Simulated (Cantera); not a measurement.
Charge: 1 mol Si, 21 mol HCl, 2.6 mol F2, at 548.15 K and 750 Torr.

Method: chemical equilibrium by Gibbs-energy minimisation in Cantera with the NASA 1993 tables (ideal gas, pure condensed phases). Candidate condensed phases: Si; 37 gas species. Rates play no part.

Base state: HCl 0.876, HF 0.0531, SiF4 0.0442, Cl2 0.0265 (mole fractions); condensed: gas only.

Task: What changes in the equilibrium state with this change: 0.037 mol CH4 added?

Result: 
| species | before | after |
|---|---|---|
| HCl | 0.876 | 0.888 |
| HF | 0.0531 | 0.0465 |
| SiF4 | 0.0442 | 0.0442 |
| Cl2 | 0.0265 | 0.0200 |
| CF4 | 0 | 0.00163 |
Condensed phases not in the tables: fluorocarbon polymer. Gases not in the tables: C2F6 and larger saturated fluorocarbons. Further candidate phases: C, C6H6, C7H8, C8H18, SiC.

Task: What changes in the equilibrium state with this change: 0.77 mol H2 added?

Result: 
| species | before | after |
|---|---|---|
| HCl | 0.876 | 0.899 |
| HF | 0.0531 | 0.0513 |
| SiF4 | 0.0442 | 0.0428 |
| Cl2 | 0.0265 | <1e-9 |
| H2 | <1e-9 | 0.00727 |
